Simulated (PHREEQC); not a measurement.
Dissolve 8.2 mmol/kgw H3PO4, 20 mmol/kgw K2HPO4 and 4.3 mmol/kgw NiSO4 at 25 °C. Closed to the air; pH follows from the charge balance.

Computed with PHREEQC (ion-association model, wateq4f.dat).

```
quantity                        before     after
-----------------------------  -------  --------
pH                                6.77      6.91
Ni+2 (mol/kgw)                 0.00384  0.000811
SO4-2 (mol/kgw)                0.00345  0.000784
SI of Ni(OH)2 (Ni(OH)2)          -0.05     -0.28
SI of Morenosite (NiSO4:7H2O)    -3.27     -4.24
```

Question: Name the change that produced these shifts.
A) 0.0025 mol/kgw Ca(OH)2 added
B) K2HPO4 replaced by Na2HPO4 at the same molality
C) 0.004 mol/kgw TMAH added
D) diluted 5-fold with water

Answer: D, diluted 5-fold with water

This is a speciation only: nothing precipitates in the calculation. Some of these states are supersaturated (in Ni3(PO4)2, for instance). H3PO4, which wateq4f.dat lacks, is added to it with the constant of phreeqc.dat. The database has no phosphate complexes of Ni.
